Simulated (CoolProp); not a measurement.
Vapour-liquid equilibrium of m-xylene (1) + o-xylene (2) at 316.3 K; x and y are mole fractions of (1).

The numbers come from the multi-fluid Helmholtz-energy mixture model, Zhou 2012 and Zhou 2012; pair parameters Bell 2016 in CoolProp.

Task: Give the bubble pressure and the first vapour's composition at x = 0.5, 0.65, 0.8. Is there an azeotrope?

Result: x = 0.5: 2.702 kPa, y = 0.553; x = 0.65: 2.788 kPa, y = 0.696; x = 0.8: 2.871 kPa, y = 0.830. No azeotrope shows between x = 0.05 and 0.95.

The pair parameters rest on a limited set of measurements; away from them the model extrapolates.
